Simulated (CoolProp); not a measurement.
Vapour-liquid equilibrium of neopentane (1) + n-pentane (2) at 299 K; x and y are mole fractions of (1).

Computed with CoolProp (multi-fluid Helmholtz-energy mixture model, Lemmon 2006 and Thol 2019; pair parameters Bell 2016).

Give the bubble pressure and the first vapour's composition at x = 0.35, 0.5, 0.95. Is there an azeotrope?

x = 0.35: 1.081 bar, y = 0.566; x = 0.5: 1.239 bar, y = 0.704; x = 0.95: 1.709 bar, y = 0.977. No azeotrope shows between x = 0.05 and 0.95.

Pair parameters are fitted to limited data, so mixtures are less certain than the pure fluids.
